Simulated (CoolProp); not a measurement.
Methane along the isotherm 167.9 K: density (kg/m³) from the reference equation and from simpler models built on Tc = 190.6 K, pc = 4.599 MPa, ω = 0.011; each cubic takes its own stable root.

Model: reference Helmholtz-energy equation of state, Setzmann 1991, in CoolProp.

```json
[
 {"p (MPa)": "0.0727", "phase": "gas", "reference": "0.8419", "van der Waals": "0.8408", "Soave-Redlich-Kwong": "0.8420", "Peng-Robinson": "0.8426"},
 {"p (MPa)": "0.149", "phase": "gas", "reference": "1.740", "van der Waals": "1.735", "Soave-Redlich-Kwong": "1.740", "Peng-Robinson": "1.742"},
 {"p (MPa)": "0.307", "phase": "gas", "reference": "3.649", "van der Waals": "3.628", "Soave-Redlich-Kwong": "3.649", "Peng-Robinson": "3.660"},
 {"p (MPa)": "0.63", "phase": "gas", "reference": "7.785", "van der Waals": "7.685", "Soave-Redlich-Kwong": "7.787", "Peng-Robinson": "7.835"},
 {"p (MPa)": "1.29", "phase": "gas", "reference": "17.55", "van der Waals": "16.98", "Soave-Redlich-Kwong": "17.53", "Peng-Robinson": "17.77"},
 {"p (MPa)": "2.66", "phase": "liquid", "reference": "319.1", "van der Waals": "45.57", "Soave-Redlich-Kwong": "293.9", "Peng-Robinson": "332.0"},
 {"p (MPa)": "5.45", "phase": "liquid", "reference": "330.8", "van der Waals": "232.5", "Soave-Redlich-Kwong": "312.2", "Peng-Robinson": "351.6"},
 {"p (MPa)": "11.2", "phase": "liquid", "reference": "347.3", "van der Waals": "252.6", "Soave-Redlich-Kwong": "336.3", "Peng-Robinson": "377.6"},
 {"p (MPa)": "23", "phase": "liquid", "reference": "369.2", "van der Waals": "274.0", "Soave-Redlich-Kwong": "365.8", "Peng-Robinson": "409.4"}
]
```

At some of these states van der Waals gives the other phase, because its saturation line lies elsewhere.
